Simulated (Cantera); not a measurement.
Cantera run, input and output.

```python
import numpy as np
import cantera as ct

surf = ct.Interface("diamond.yaml", "diamond_100")
gas, bulk = surf.adjacent["gas"], surf.adjacent["diamond"]
k = surf.kinetics_species_index(bulk.species_names[0])
cover = ["c6HH", "c6H*", "c6*H", "c6**", "c6HM", "c6B"]

rows, drift = [], 0.0
print(f"{'xH':>10s}{'um/h':>11s}" + "".join(f"{s:>11s}" for s in cover))
for v in [0.0001, 0.00024, 0.00055, 0.0013, 0.0031, 0.0073, 0.017, 0.04, 0.095]:
    T, P, xH, xCH3 = 1325, 29000, v, 0.00069
    gas.TPX = T, P, {"H": xH, "CH3": xCH3, "CH4": 0.015, "H2": 1 - xH - xCH3 - 0.015}
    surf.TP = bulk.TP = T, P
    surf.coverages = "c6H*:0.1, c6HH:0.9"
    surf.advance_coverages(100.0)
    before = surf.coverages
    surf.advance_coverages(100.0)
    drift = max(drift, np.max(np.abs(surf.coverages - before) / (surf.coverages + 1e-9)))
    rate = surf.net_production_rates[k] * bulk.mean_molecular_weight / bulk.density * 3.6e9
    rows.append([rate, *surf[cover].coverages])
    print(f"{v:10.4g}{rate:11.4e}" + "".join(f"{x:11.3e}" for x in rows[-1][1:]))
```

Output:

```
        xH       um/h       c6HH       c6H*       c6*H       c6**       c6HM        c6B
    0.0001 1.8400e+00  6.678e-01  2.840e-02  2.913e-01  3.377e-03  2.133e-03  4.993e-09
   0.00024 6.6055e+00  5.393e-01  3.890e-02  3.989e-01  9.269e-03  3.140e-03  1.792e-08
   0.00055 1.6282e+01  4.538e-01  4.551e-02  4.666e-01  1.883e-02  4.042e-03  4.418e-08
    0.0013 3.3178e+01  4.034e-01  4.907e-02  5.025e-01  3.068e-02  4.738e-03  9.003e-08
    0.0031 6.0044e+01  3.782e-01  5.071e-02  5.182e-01  4.067e-02  4.924e-03  1.629e-07
    0.0073 1.0127e+02  3.671e-01  5.163e-02  5.248e-01  4.684e-02  4.421e-03  2.748e-07
     0.017 1.5675e+02  3.626e-01  5.255e-02  5.278e-01  5.020e-02  3.343e-03  4.253e-07
      0.04 2.1542e+02  3.610e-01  5.412e-02  5.286e-01  5.222e-02  2.084e-03  5.846e-07
     0.095 2.6260e+02  3.602e-01  5.736e-02  5.263e-01  5.401e-02  1.104e-03  7.126e-07
```

Detailed kinetics in Cantera: the Harris–Goodwin 1993 mechanism for the reconstructed diamond (100) surface.
